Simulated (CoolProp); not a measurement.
The numbers come from the reference Helmholtz-energy equation of state, Thol 2019 in CoolProp.

Task: For n-pentane, give the phase and the cp (kJ/(kg K)), fugacity coefficient at 233.05 °C and 3.37 MPa; 233.05 °C and 3.93 MPa; 233.05 °C and 5.61 MPa.

Result: 
- 233.05 °C and 3.37 MPa: supercritical; cp 3.22, fugacity coefficient 0.747
- 233.05 °C and 3.93 MPa: supercritical; cp 3.65, fugacity coefficient 0.706
- 233.05 °C and 5.61 MPa: supercritical; cp 4.99, fugacity coefficient 0.586
